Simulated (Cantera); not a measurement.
A Cantera script and its output.

```python
import numpy as np
import cantera as ct

gas = ct.Solution("gri30.yaml")
gas.TPX = 1600, 1000000, {'CH3OH': 0.014, 'O2': 0.0011, 'N2': 1}
reactor = ct.IdealGasConstPressureReactor(gas, energy="off", clone=False)
net = ct.ReactorNet([reactor])
net.rtol, net.atol = 1e-08, 1e-18
show = ['CH3OH', 'O2', 'H2O2', 'NO', 'CO2', 'CO', 'HO2']
times = np.geomspace(0.0004, 3, 13)

steps = ct.SolutionArray(gas, extra=["t"])
rows = []
print(f"{'t/s':>10s}{'T/K':>9s}{'P/Pa':>11s}" + "".join(f"{s:>11s}" for s in show))
for t in times:
    while net.time < t:
        t_next = net.step()
        steps.append(gas.state, t=t_next)
    rows.append([np.interp(t, steps.t, y) for y in (steps.T, steps.P, *steps(*show).X.T)])
    print(f"{t:10.3e}{rows[-1][0]:9.1f}{rows[-1][1]:11.4g}" + "".join(f"{x:11.3e}" for x in rows[-1][2:]))
rate = np.gradient(steps.T, steps.t)
print("integrator steps:", len(steps.t))
if steps.T.max() > steps.T[0] + 200:
    print(f"time of steepest temperature rise: {steps.t[rate.argmax()]:.4e} s")
gas.TPX = 1600, 1000000, {'CH3OH': 0.014, 'O2': 0.0011, 'N2': 1}
gas.equilibrate("TP")
print(f"equilibrium (TP): T = {gas.T:.1f} K  " + "  ".join(f"{s} {gas[s].X[0]:.3e}" for s in show))
```

Result:

```
       t/s      T/K       P/Pa      CH3OH         O2       H2O2         NO        CO2         CO        HO2
 4.000e-04   1600.0      1e+06  5.545e-09  7.851e-05  8.359e-10  8.732e-08  1.108e-04  1.314e-02  9.395e-08
 8.414e-04   1600.0      1e+06  2.553e-09  4.026e-05  2.951e-10  8.087e-08  1.234e-04  1.313e-02  3.310e-08
 1.770e-03   1600.0      1e+06  1.229e-09  1.990e-05  9.609e-11  7.390e-08  1.342e-04  1.312e-02  1.077e-08
 3.722e-03   1600.0      1e+06  6.522e-10  8.695e-06  2.860e-11  6.602e-08  1.447e-04  1.311e-02  3.203e-09
 7.830e-03   1600.0      1e+06  4.248e-10  2.751e-06  7.044e-12  5.608e-08  1.573e-04  1.310e-02  7.887e-10
 1.647e-02   1600.0      1e+06  3.510e-10  3.872e-07  8.959e-13  4.222e-08  1.757e-04  1.308e-02  1.003e-10
 3.464e-02   1600.0      1e+06  3.347e-10  7.924e-09  1.847e-14  2.395e-08  2.064e-04  1.305e-02  2.022e-12
 7.286e-02   1600.0      1e+06  3.247e-10  2.336e-12  4.002e-16  7.333e-09  2.534e-04  1.300e-02  6.086e-16
 1.533e-01   1600.0      1e+06  3.119e-10  2.826e-14  3.793e-16  6.589e-10  3.056e-04  1.295e-02  1.993e-17
 3.224e-01   1600.0      1e+06  2.981e-10  2.781e-14  3.703e-16  6.880e-11  3.360e-04  1.292e-02  2.047e-17
 6.781e-01   1600.0      1e+06  2.803e-10  2.766e-14  3.684e-16  6.693e-11  3.410e-04  1.292e-02  2.053e-17
 1.426e+00   1600.0      1e+06  2.521e-10  2.750e-14  3.675e-16  6.955e-11  3.404e-04  1.292e-02  2.047e-17
 3.000e+00   1600.0      1e+06  2.143e-10  2.725e-14  3.656e-16  7.496e-11  3.392e-04  1.293e-02  2.034e-17
integrator steps: 1759
equilibrium (TP): T = 1600.0 K  CH3OH 2.044e-13  O2 2.295e-14  H2O2 3.086e-16  NO 7.095e-10  CO2 3.135e-04  CO 1.312e-02  HO2 1.718e-17
```

Detailed kinetics in Cantera: GRI-Mech 3.0 (53 species, 325 reactions). GRI-Mech 3.0 was tuned for natural gas; its chemistry of methanol as a main component is partial and can be far from experiment.
